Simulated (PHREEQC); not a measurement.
Dissolve 0.054 mol FeCl3, 0.087 mol NiCl2, 0.00055 mol NaH2PO4 and 0.002 mol NaCl per kg of water at 30 °C. Closed to the air; pH follows from the charge balance.

All values are PHREEQC results (ion-association model, wateq4f.dat), not measurements.

```json
{
  "pH": "2.06",
  "ionic_strength": "0.429 mol/kgw",
  "activity_of_water": "0.993",
  "total_alkalinity": "-108 meq/kg"
}
```

| species | molality | activity | log γ |
|---|---|---|---|
| Cl- | 0.277 | 0.181 | -0.186 |
| Ni+2 | 0.0695 | 0.0196 | -0.550 |
| FeCl+2 | 0.0267 | 0.00599 | -0.648 |
| NiCl+ | 0.0122 | 0.00890 | -0.137 |
| H+ | 0.0113 | 0.00869 | -0.115 |
| Fe+3 | 0.0101 | 0.000939 | -1.031 |
| FeCl2+ | 0.00567 | 0.00413 | -0.137 |

No solid was allowed to form. Examples of supersaturated solids here: Strengite, Hematite (slow to form). Others may be too. H3PO4, which wateq4f.dat lacks, is added to it with the constant of phreeqc.dat. The database has no phosphate complexes of Ni.
